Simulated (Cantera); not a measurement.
Input (Python, Cantera) and output of one run.

```python
import numpy as np
import cantera as ct

gas_names = """
    F F2 N NF NF2 NF3 N2 Si SiF SiF2 SiF3 SiF4 SiN Si2 Si2N Si3
""".split()
cond_names = """
    Si(cr) Si(L) Si3N4(a)
""".split()


def load(file, names, dense=False):
    # The tables refer to 1 bar. Condensed volumes are neglected.
    table = {s.name: s for s in ct.Species.list_from_file(file)}
    out = []
    for n in names:
        d = dict(table[n].input_data)
        d["thermo"] = dict(d["thermo"], **{"reference-pressure": 1e5})
        if dense:
            d["equation-of-state"] = {"model": "constant-volume", "density": "1e6 g/cm^3"}
        out.append(ct.Species.from_dict(d))
    return out


gas = ct.Solution(thermo="ideal-gas", species=load("nasa_gas.yaml", gas_names))
cond = {s.name: ct.Solution(thermo="fixed-stoichiometry", species=[s], name=s.name)
        for s in load("nasa_condensed.yaml", cond_names, dense=True)}
atoms = {
    'Si3N4': {'Si': 3, 'N': 4},
    'NF3': {'N': 1, 'F': 3},
}
top_T = {'Si3N4(a)': 2400}  # K; cautious upper limits of use, not melting points


def equilibrate(T, P, feed):
    n = {}
    for name, mol in feed.items():
        for a, k in atoms[name].items():
            n[a] = n.get(a, 0.0) + k * mol
    gas.TPX = T, P, n
    mass = sum(n.values()) * gas.mean_molecular_weight
    gas.equilibrate("TP")
    valid = [c for c in cond.values() if c.min_temp <= T <= top_T.get(c.name, c.max_temp)]
    mix = ct.Mixture([(gas, mass / gas.mean_molecular_weight)] + [(c, 0.0) for c in valid])
    mix.T, mix.P = T, P
    mix.equilibrate("TP", solver="vcs", rtol=1e-11, max_steps=5000)
    return mix


results = []
feed = {'Si3N4': 1, 'NF3': 0.61}  # mol
T = 950  # K
P = 110  # Pa
mix = equilibrate(T, P, feed)
results.append((T, P, feed, dict(zip(mix.species_names, mix.species_moles))))
x = sorted(zip(gas.X, gas.species_names), reverse=True)
print(f"T = {T:g} K  P = {P:g} Pa  gas = {mix.phase_moles(0):.4g} mol")
print("   x: " + "  ".join(f"{s} {v:.3e}" for v, s in x if v > 1e-05))
print("   condensed (mol): " + ("  ".join(f"{mix.phase(i).name} {mix.phase_moles(i):.4g}"
      for i in range(1, mix.n_phases) if mix.phase_moles(i) > 1e-12) or "none"))
```

Result:

```
T = 950 K  P = 110 Pa  gas = 1.068 mol
   x: N2 5.714e-01  SiF4 4.285e-01  SiF3 3.067e-05
   condensed (mol): Si3N4(a) 0.8475
```

Cantera equilibrium calculation (NASA polynomials, part measured and part estimated; ideal gas, pure solids and liquids). The tables' values for SiF3 are old estimates; treat these amounts as uncertain.
